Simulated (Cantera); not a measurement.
A perfectly stirred reactor is fed with NH₃ : H₂ = 1 : 2.9 (molar parts), at 23000 Pa; it is held at 1850 K, and followed from long to short residence time.

Model: the gas-phase N/H chemistry of the illustrative SiF4/NH3 mechanism in the Surface Chemkin manual (1991), integrated in Cantera. Walls and surfaces, which speed up NH3 decomposition in real reactors, are not modelled.

Q: What does this change do: temperature 1850 to 2225 K?

A: 
```tsv
quantity	before	after
x(NH₃) at τ = 1.20 s	0.117	0.00143
x(H₂) at τ = 1.20 s	0.827	0.888
x(N) at τ = 1.20 s	1.96e-7	8.06e-6
x(H) at τ = 1.20 s	0.000362	0.00984
x(N₂H₂) at τ = 1.20 s	2.18e-7	1.96e-8
x(NH₃) at τ = 0.110 s	0.230	0.0320
x(H₂) at τ = 0.110 s	0.759	0.876
x(N) at τ = 0.110 s	1.89e-7	5.03e-6
x(H) at τ = 0.110 s	0.000265	0.00297
x(N₂H₂) at τ = 0.110 s	4.97e-7	3.81e-7
```
